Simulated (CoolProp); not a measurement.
Properties of fluorine along the isotherm -169.75 °C (Tc = -128.7 °C, pc = 52.40 bar, ω = 0.045).

Computed with CoolProp (reference Helmholtz-energy equation of state, de Reuck 1990).

| p (bar) | phase | Joule-Thomson coefficient (K/MPa) | fugacity coefficient |
|---|---|---|---|
| 13.1 | liquid | -0.1671 | 0.3931 |
| 26.2 | liquid | -0.1763 | 0.2051 |
| 39.3 | liquid | -0.1849 | 0.1426 |
| 52.4 | liquid | -0.1928 | 0.1115 |
| 65.5 | liquid | -0.2002 | 0.09302 |
| 78.6 | liquid | -0.2071 | 0.08081 |
| 91.7 | liquid | -0.2135 | 0.07220 |
| 105 | liquid | -0.2197 | 0.06576 |
| 118 | liquid | -0.2253 | 0.06095 |
| 131 | liquid | -0.2305 | 0.05719 |
